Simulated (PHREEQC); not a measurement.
## Brine (model solution)

Make-up at 25 °C: 1.7 mol/kgw H2SO4, 0.54 mol/kgw MgSO4 and 0.29 mol/kgw NaCl. Closed to the air; pH follows from the charge balance.

The numbers come from PHREEQC with the Pitzer model, pitzer.dat.

No solid was allowed to form.

Predict the pH, density.

pH -0.57; density 1.154 g/cm³.

In which forms is S present?

HSO4- 74 %, SO4-2 26 % of the S.

Complexes and solids missing from the database can't appear. In brines, pH and single-ion activities rest on the MacInnes convention.
